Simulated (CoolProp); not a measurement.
Vapour-liquid equilibrium of ethanol (1) + ethylbenzene (2) at 0.357 MPa; x and y are mole fractions of (1).

Values from CoolProp's multi-fluid Helmholtz-energy mixture model, Schroeder 2014 and Zhou 2012; pair parameters Bell 2016.

```csv
x,"bubble temperature, mixture model (°C)","bubble temperature, Raoult's law (°C)","y, mixture model","y, Raoult's law"
0.05,162.1,178.0,0.456,0.265
0.15,138.0,161.4,0.716,0.546
0.25,128.8,150.3,0.791,0.693
0.35,124.4,142.1,0.825,0.784
0.45,121.9,135.6,0.844,0.846
0.55,120.3,130.3,0.860,0.891
0.65,118.9,125.8,0.876,0.925
0.75,117.5,122.0,0.896,0.952
0.85,116.1,118.6,0.925,0.974
0.95,114.8,115.6,0.969,0.992
```

The largest gap from Raoult's law is -23.4 K in bubble temperature, at x = 0.15. No azeotrope shows between x = 0.05 and 0.95.

Pair parameters are fitted to limited data, so mixtures are less certain than the pure fluids. With so large a gap from Raoult's law the liquid may split in two, which this calculation doesn't test in full.
